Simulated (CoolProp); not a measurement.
A simple Rankine cycle with isohexane: condensing at 289.15 K, boiler at 0.612 MPa, turbine inlet 405.5 K, turbine efficiency 0.75, pump efficiency 0.8, no recuperator. Each further row changes one setting.

The numbers come from the reference Helmholtz-energy equation of state, Lemmon 2006 in CoolProp. It is a short technical equation, of lower accuracy than the large ones.

| case | thermal efficiency (%) | net work (kJ/kg) | heat in (kJ/kg) | turbine exit temperature (K) | volume ratio over the turbine |
|---|---|---|---|---|---|
| as stated | … | … | 550 | … | … |
| turbine inlet 425.5 K | 15.4 | 92.3 | 597 | … | 32.1 |
| condensing temperature 281.15 K | 16.8 | … | 568 | 346.9 | 47.0 |
| boiler pressure 0.428 MPa | 14.3 | 80.0 | 558 | 359.2 | 22.0 |
| turbine efficiency 0.65 | … | 74.7 | 550 | 357.8 | 33.5 |

**Question.** Fill in the missing entries.

**Answer.** 
- as stated, thermal efficiency (%): 15.7
- as stated, net work (kJ/kg): 86.4
- as stated, turbine exit temperature (K): 351.7
- as stated, volume ratio over the turbine: 32.9
- turbine inlet 425.5 K, turbine exit temperature (K): 372.8
- condensing temperature 281.15 K, net work (kJ/kg): 95.2
- turbine efficiency 0.65, thermal efficiency (%): 13.6
